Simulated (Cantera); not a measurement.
**Hydrogen reduction and annealing atmospheres: Fe2O3 + H2 + N2**

A closed system holds: 1 mol Fe2O3, 320 mol H2, 20 mol N2, held at 5200 Pa.

Method: chemical equilibrium by Gibbs-energy minimisation in Cantera with the NASA 1993 tables (ideal gas, pure condensed phases). Candidate condensed phases: Fe, FeO, Fe(OH)2, Fe(OH)3, Fe2O3, Fe3O4, H2O; 27 gas species. The numbers say what is thermodynamically allowed, not how fast it happens.

| T (K) | x H2 | x N2 | x H | x H2O | n Fe(α) | n Fe(γ) | n Fe(δ) | n Fe(l) |
|---|---|---|---|---|---|---|---|---|
| 700 | 0.932 | 0.0588 | <1e-12 | 0.00882 | 2.00 | 0 | 0 | 0 |
| 850 | 0.932 | 0.0588 | 8.68e-11 | 0.00882 | 2.00 | 0 | 0 | 0 |
| 1000 | 0.932 | 0.0588 | 9.61e-9 | 0.00882 | 2.00 | 0 | 0 | 0 |
| 1150 | 0.932 | 0.0588 | 3.16e-7 | 0.00882 | 2.00 | 0 | 0 | 0 |
| 1300 | 0.932 | 0.0588 | 4.68e-6 | 0.00882 | 0 | 2.00 | 0 | 0 |
| 1450 | 0.932 | 0.0588 | 4.00e-5 | 0.00882 | 0 | 2.00 | 0 | 0 |
| 1600 | 0.932 | 0.0588 | 0.000230 | 0.00882 | 0 | 1.99 | 0 | 0 |
| 1750 | 0.931 | 0.0588 | 0.000984 | 0.00882 | 0 | 0 | 1.91 | 0 |
| 1900 | 0.927 | 0.0586 | 0.00335 | 0.00879 | 0 | 0 | 0 | 1.27 |
| 2050 | 0.918 | 0.0582 | 0.00953 | 0.00872 | 0 | 0 | 0 | 0 |
| 2200 | 0.904 | 0.0578 | 0.0235 | 0.00863 | 0 | 0 | 0 | 0 |
x: gas mole fraction; n: condensed amount in mol.

From 700 K to 1150 K the condensed part is Fe(α). From 1300 K to 1600 K the condensed part is Fe(γ). At 1750 K the condensed part is Fe(δ). At 1900 K the condensed part is Fe(l). From 2050 K to 2200 K nothing is condensed.
